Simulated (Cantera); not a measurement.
A closed system holds: 1 mol Si3N4, 0.017 mol O2, 150 mol H2, at 100 Pa.

Method: chemical equilibrium by Gibbs-energy minimisation in Cantera with the NASA 1993 tables (ideal gas, pure condensed phases). Candidate condensed phases: H2O, Si, SiO2, Si2N2O, Si3N4; 35 gas species. Gases not in the tables: Si2H6 and higher silanes. The numbers say what is thermodynamically allowed, not how fast it happens.

Problem. Which condensed phases are stable at each of these points (T (°C)): 1477, 1527, 1577, 1627, 1677, 1727, 1777, 1827, 1877?

Solution. 
| T (°C) | condensed phases | Si condensed (%) |
|---|---|---|
| 1477 | Si(l) | 90.6 |
| 1527 | Si(l) | 81.5 |
| 1577 | Si(l) | 63.6 |
| 1627 | Si(l) | 29.6 |
| 1677 | gas only | 0.0 |
| 1727 | gas only | 0.0 |
| 1777 | gas only | 0.0 |
| 1827 | gas only | 0.0 |
| 1877 | gas only | 0.0 |

From 1477 °C to 1627 °C the condensed part is Si(l). From 1677 °C to 1877 °C nothing is condensed.
